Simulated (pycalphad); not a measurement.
An equivalent pycalphad script:

```python
from pycalphad import Database, equilibrium, calculate, variables as v
import numpy as np
db = Database('COST507.tdb')
comps = ['SN', 'SI', 'VA']
phases = ['BCT_A5', 'DIAMOND_A4', 'LIQUID']
eq = equilibrium(db, comps, phases, {v.X('SI'): 0.594, v.T: np.arange(2350, 499, -40), v.P: 101325, v.N: 1}, output=['HM', 'SM'])
```

All values are pycalphad results on the COST 507 light-alloy database (1999) (1 atm), not direct measurements. These are 1990s assessments: newer ones move some temperatures and phases. Phase fractions are per mole of atoms.

Results at three of the temperatures:

```
T = 2030.00 K, P = 101325 Pa, N = 1 mol of atoms
G = -140732 J/mol, H = 85998 J/mol, S = 111.69 J/(mol K)  (SER reference)
chemical potentials (J/mol): Sn -194405, Si -104047
phase             fraction      x(Sn)      x(Si)
LIQUID              1.0000     0.4060     0.5940
```

```
T = 1710.00 K, P = 101325 Pa, N = 1 mol of atoms
G = -105730 J/mol, H = 77133 J/mol, S = 106.94 J/(mol K)  (SER reference)
chemical potentials (J/mol): Sn -154382, Si -72476
phase             fraction      x(Sn)      x(Si)
LIQUID              1.0000     0.4060     0.5940
```

```
T = 1190.00 K, P = 101325 Pa, N = 1 mol of atoms
G = -61107 J/mol, H = 26846 J/mol, S = 73.91 J/(mol K)  (SER reference)
chemical potentials (J/mol): Sn -92242, Si -39826
phase             fraction      x(Sn)      x(Si)
DIAMOND_A4          0.5870   3.95e-07     1.0000
LIQUID              0.4130     0.9830     0.0170
```

Changes of the phase set, refined by bisection:

```csv
T (°C),phases above,phases below
1353.6,liquid,diamond (Si) + liquid
```

DIAMOND_A4 is diamond (Si).
